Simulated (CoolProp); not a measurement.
The numbers come from the reference Helmholtz-energy equation of state, Setzmann 1991 in CoolProp.

For methane, give the phase and the Joule-Thomson coefficient (K/MPa), viscosity (µPa s), Prandtl number at 474.5 K and 20.4 kPa; 141.9 K and 26.3 kPa; 306.6 K and 26.3 kPa.


- 474.5 K and 20.4 kPa: gas; Joule-Thomson coefficient 1.43, viscosity 16.3, Prandtl number 0.719
- 141.9 K and 26.3 kPa: gas; Joule-Thomson coefficient 17.3, viscosity 5.60, Prandtl number 0.789
- 306.6 K and 26.3 kPa: gas; Joule-Thomson coefficient 4.13, viscosity 11.5, Prandtl number 0.730

Viscosity comes from a separate model (Quiñones-Cisneros 2006). Thermal conductivity comes from a separate model (Friend 1989).
